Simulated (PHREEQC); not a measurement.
Consider water at 70 °C with 0.0013 mol HF, 0.0047 mol H2SiF6 and 0.0036 mol H3BO3 per kg of water. Closed to the air; pH follows from the charge balance.

Equilibrium calculation in PHREEQC: ion-association model, phreeqc.dat.

```json
[
 {"quantity": "pH", "before": "2.23", "after": "2.35"},
 {"quantity": "ionic strength (mol/kgw)", "before": "0.00829", "after": "0.00589"},
 {"quantity": "HF (mol/kgw)", "before": "0.00961", "after": "0.0145"},
 {"quantity": "BF4- (mol/kgw)", "before": "0.00182", "after": "0.00184"},
 {"quantity": "H3BO3 (mol/kgw)", "before": "0.00148", "after": "0.00141"},
 {"quantity": "F- (mol/kgw)", "before": "0.000508", "after": "0.000647"}
]
```

### Question
What was changed between the two runs?
(A) 0.0002 mol/kgw NH4Cl added
(B) temperature from 70 to 90 °C
(C) H2SiF6 from 0.0047 to 0.00705 mol/kgw
(D) H2SiF6 replaced by KF at the same molality
(E) H3BO3 from 0.0036 to 0.00396 mol/kgw

### Answer
B, temperature from 70 to 90 °C

This is a speciation only: nothing precipitates in the calculation. Some of these states are supersaturated (in Quartz (slow to form), Chalcedony (slow to form), for instance). Away from 25 °C the constants follow the database's enthalpies or fits; those with neither stay at their 25 °C values. SiF6-2 is the database's only silicon fluoride. Real BF4- forms and hydrolyses slowly; the run takes it at equilibrium.
